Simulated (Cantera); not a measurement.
**SiH₂Cl₂ + NH₃ + N₂ (silicon nitride deposition)**

A closed system holds: 1 mol SiH₂Cl₂, 12 mol NH₃, 70 mol N₂, at 1925 K and 1.90 mbar.

Cantera equilibrium calculation (NASA polynomials, part measured and part estimated; ideal gas, pure solids and liquids). Candidate condensed phases: NH₄Cl, Si, Si₃N₄; 28 gas species. The tables' values for SiCl, SiN are old estimates; treat these amounts as uncertain. Rates play no part.

```json
{
  "x(N₂)": "0.782",
  "x(H₂)": "0.183",
  "x(HCl)": "0.0148",
  "x(H)": "0.00939",
  "x(Si)": "0.00696",
  "x(SiCl₂)": "0.00238",
  "x(Cl)": "0.000570",
  "x(SiCl)": "0.000453",
  "x(SiH)": "0.000106",
  "gas_amount": "97.20 mol",
  "log10 activity of Si(l) (absent)": "-0.12"
}
```
